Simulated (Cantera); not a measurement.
**Adiabatic ignition**

An adiabatic, constant-pressure homogeneous reactor starts with CH4 : H2 : O2 : N2 = 1 : 1.3 : 2.82 : 10.6 (molar parts), equivalence ratio 0.94, at 1473 K and 0.464 atm.

Model: GRI-Mech 3.0 (53 species, 325 reactions), integrated in Cantera.

```
t (s)     T (K)   x CH4    x H2    x O2    x C2H4    x NO2
--------  -----  ------  ------  ------  --------  -------
6.00e-6    1473  0.0636  0.0827   0.179    <1e-12   <1e-12
1.55e-5    1473  0.0636  0.0827   0.179  1.31e-11   <1e-12
3.99e-5    1473  0.0636  0.0827   0.179   1.76e-9   <1e-12
0.000103   1474  0.0628  0.0822   0.179   5.42e-6   <1e-12
0.000265   2326  <1e-12  0.0308  0.0355    <1e-12  3.15e-9
0.000682   2586  <1e-12  0.0246  0.0305    <1e-12  7.44e-8
0.00176    2688  <1e-12  0.0214  0.0274    <1e-12  4.76e-7
0.00453    2687  <1e-12  0.0215  0.0258    <1e-12  1.17e-6
0.0117     2684  <1e-12  0.0217  0.0247    <1e-12  1.66e-6
0.0301     2683  <1e-12  0.0217  0.0246    <1e-12  1.71e-6
0.0776     2683  <1e-12  0.0217  0.0246    <1e-12  1.71e-6
0.200      2683  <1e-12  0.0217  0.0246    <1e-12  1.71e-6
```
x: mole fraction; the columns are a selection and need not sum to one.

| Quantity | Value |
|---|---|
| time of steepest temperature rise | 0.201 ms |
| temperature at 0.200 s | 2683 K |
| equilibrium temperature | 2683 K |
| x(CH4) at 0.200 s | <1e-12 (gas-phase equilibrium <1e-12) |
| x(H2) at 0.200 s | 0.0217 (gas-phase equilibrium 0.0217) |
| x(O2) at 0.200 s | 0.0246 (gas-phase equilibrium 0.0246) |
